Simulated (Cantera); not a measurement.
Input (Python, Cantera):

```python
import numpy as np
import cantera as ct

gas = ct.Solution("h2o2.yaml")
gas.TPX = 675, 13332, {'H2': 1, 'O2': 0.385, 'N2': 1.46}
flame = ct.FreeFlame(gas, width=0.16)
flame.set_refine_criteria(ratio=3, slope=0.08, curve=0.16)
flame.transport_model = "mixture-averaged"
flame.solve(loglevel=0, auto=True)
flame.transport_model = "multicomponent"
flame.soret_enabled = True
flame.solve(loglevel=0, refine_grid=True)
z, T = flame.grid, flame.T
thick = (T[-1] - T[0]) / np.gradient(T, z).max()
show = ['H2', 'O2', 'OH', 'HO2', 'O', 'H']
print(f"laminar burning velocity  {flame.velocity[0] * 100:.3f} cm/s")
print(f"burnt temperature         {T[-1]:.1f} K")
print(f"thermal thickness         {thick * 1e3:.4f} mm")
print(f"grid points               {len(z)}")
z0 = z[flame.heat_release_rate.argmax()]
print(f"{'z/mm':>9s}{'T/K':>9s}{'u/(m/s)':>9s}" + "".join(f"{s:>11s}" for s in show))
rows = []
for k in (-3, -2, -1.5, -1, -0.5, -0.25, 0, 0.25, 0.5, 1, 2, 4, 8):
    zz = z0 + k * thick
    rows.append([k * thick, np.interp(zz, z, T), np.interp(zz, z, flame.velocity),
                 *(np.interp(zz, z, flame.X[gas.species_index(s)]) for s in show)])
    print(f"{rows[-1][0] * 1e3:9.3f}{rows[-1][1]:9.1f}{rows[-1][2]:9.3f}" + "".join(f"{x:11.3e}" for x in rows[-1][3:]))
```

Output:

```
laminar burning velocity  790.891 cm/s
burnt temperature         2462.9 K
thermal thickness         6.7876 mm
grid points               137
     z/mm      T/K  u/(m/s)         H2         O2         OH        HO2          O          H
  -20.363    675.0    7.909  3.515e-01  1.353e-01  8.408e-17  8.287e-12  8.405e-16  3.310e-14
  -13.575    675.0    7.909  3.515e-01  1.353e-01  9.743e-14  1.240e-10  9.294e-13  4.058e-11
  -10.181    675.0    7.909  3.515e-01  1.353e-01  5.596e-12  4.237e-09  5.076e-11  2.456e-09
   -6.788    675.0    7.909  3.515e-01  1.353e-01  1.589e-09  5.641e-07  1.040e-08  5.818e-07
   -3.394    681.0    7.965  3.495e-01  1.353e-01  1.711e-05  3.531e-05  1.155e-05  5.065e-04
   -1.697    772.0    8.934  3.270e-01  1.322e-01  2.270e-04  2.737e-05  3.518e-04  1.012e-02
    0.000   1128.7   12.708  1.751e-01  7.877e-02  3.279e-03  1.239e-05  7.660e-03  8.376e-02
    1.697   1396.0   15.564  7.719e-02  2.205e-02  7.742e-03  3.241e-06  1.238e-02  1.203e-01
    3.394   1507.4   16.696  7.647e-02  1.741e-02  9.805e-03  2.247e-06  1.235e-02  1.112e-01
    6.788   1641.3   18.015  8.181e-02  1.527e-02  1.217e-02  1.689e-06  1.171e-02  9.617e-02
   13.575   1795.4   19.484  8.660e-02  1.281e-02  1.450e-02  1.223e-06  1.033e-02  7.948e-02
   27.150   1958.4   20.987  8.993e-02  1.014e-02  1.618e-02  8.679e-07  8.343e-03  6.275e-02
   54.300   2120.1   22.427  9.160e-02  7.435e-03  1.663e-02  6.339e-07  6.081e-03  4.721e-02
```

Detailed kinetics in Cantera: the H2/O2 subset of GRI-Mech 3.0, which has no nitrogen chemistry. Burning velocities carry a grid error of a few per cent, more on coarse grids.
